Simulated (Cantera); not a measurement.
Charge: 1 mol TiO₂, 11 mol HCl, equilibrated at 10.0 Torr.

Equilibrium computed with Cantera from the NASA thermochemical tables; the gas is ideal and each condensed phase is pure. Candidate condensed phases: H₂O, Ti, TiCl₂, TiCl₃, TiCl₄, TiO, TiO₂, Ti₂O₃, Ti₃O₅, Ti₄O₇; 23 gas species. Kinetics and transport are ignored.

### Question
At 1550 K, list the 7 most abundant gas species with their mole fractions, and the condensed phases.

### Answer
HCl 0.989, Cl 0.00457, H₂O 0.00277, H₂ 0.00222, TiCl₄ 0.00117, TiCl₃ 0.000213, Cl₂ 4.26e-5. Condensed: TiO₂(rutile).
